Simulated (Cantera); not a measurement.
Cantera run, input and output.

```python
import numpy as np
import cantera as ct

gas = ct.Solution("gri30.yaml")
gas.TPX = 650, 1000000, {'CH4': 1, 'CO': 0.43, 'O2': 3.26, 'N2': 12.2}
inlet = ct.Reservoir(gas, clone=True)
gas.equilibrate("HP")  # start burning
reactor = ct.IdealGasConstPressureReactor(gas, energy="on", clone=False)
exhaust = ct.Reservoir(gas, clone=True)
tau = [0.081, 0.037, 0.017, 0.008, 0.0037, 0.0017, 0.0008, 0.00037, 0.00017, 8e-05, 3.7e-05][0]
for a, b in ((inlet, reactor), (reactor, exhaust)):
    ct.MassFlowController(a, b, mdot=lambda t: reactor.mass / tau)
net = ct.ReactorNet([reactor])
show = ['CH4', 'CO', 'O2', 'O', 'H2', 'H2O2']

rows = []
print(f"{'tau/s':>10s}{'T/K':>9s}" + "".join(f"{s:>11s}" for s in show))
for tau in [0.081, 0.037, 0.017, 0.008, 0.0037, 0.0017, 0.0008, 0.00037, 0.00017, 8e-05, 3.7e-05]:
    net.initial_time = 0.0
    net.advance(30 * tau)
    before = gas.X
    net.advance(40 * tau)
    drift = np.max(np.abs(gas.X - before) / (gas.X + 1e-9))
    rows.append([gas.T, *gas[show].X, drift])
    print(f"{tau:10.3e}{gas.T:9.1f}" + "".join(f"{x:11.3e}" for x in gas[show].X))
```

Result:

```
     tau/s      T/K        CH4         CO         O2          O         H2       H2O2
 8.100e-02   2111.2  8.823e-07  3.823e-04  6.178e-02  1.221e-04  1.018e-04  2.494e-07
 3.700e-02   2112.0  1.885e-06  4.232e-04  6.208e-02  1.270e-04  1.071e-04  2.541e-07
 1.700e-02   2111.8  3.949e-06  5.050e-04  6.227e-02  1.354e-04  1.173e-04  2.618e-07
 8.000e-03   2110.4  7.873e-06  6.621e-04  6.242e-02  1.510e-04  1.370e-04  2.759e-07
 3.700e-03   2107.1  1.528e-05  9.681e-04  6.259e-02  1.818e-04  1.756e-04  3.032e-07
 1.700e-03   2101.0  2.836e-05  1.529e-03  6.285e-02  2.395e-04  2.471e-04  3.534e-07
 8.000e-04   2091.0  4.967e-05  2.462e-03  6.327e-02  3.356e-04  3.659e-04  4.337e-07
 3.700e-04   2074.4  8.663e-05  4.049e-03  6.402e-02  4.922e-04  5.630e-04  5.591e-07
 1.700e-04   2047.8  1.536e-04  6.689e-03  6.536e-02  7.235e-04  8.718e-04  7.432e-07
 8.000e-05   2006.9  2.811e-04  1.092e-02  6.767e-02  1.005e-03  1.314e-03  9.999e-07
 3.700e-05   1935.7  6.066e-04  1.864e-02  7.237e-02  1.220e-03  1.980e-03  1.415e-06
```

Cantera simulation using GRI-Mech 3.0 (53 species, 325 reactions); the numbers are that mechanism's predictions, not measurements.
